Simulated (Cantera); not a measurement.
A freely propagating, adiabatic, planar premixed flame of C2H6 : O2 : N2 : H2O = 1 : 3.5 : 13.2 : 0.7 (molar parts), equivalence ratio 1.0, unburnt at 450 K and 4.93 atm; mixture-averaged transport, grid criteria slope 0.08 and curve 0.16, no radiation.

Cantera simulation using GRI-Mech 3.0 (53 species, 325 reactions); the numbers are that mechanism's predictions, not measurements. Burning velocities carry a grid error of a few per cent, more on coarse grids.

### Question
Predict: laminar burning velocity; thermal thickness; peak x(H2); peak x(CH2); peak x(HO2).

### Answer
```
Property                     Result
------------------------  ---------
laminar burning velocity  47.8 cm/s
thermal thickness          0.103 mm
peak x(H2)                   0.0153
peak x(CH2)                 3.84e-5
peak x(HO2)                0.000527
```
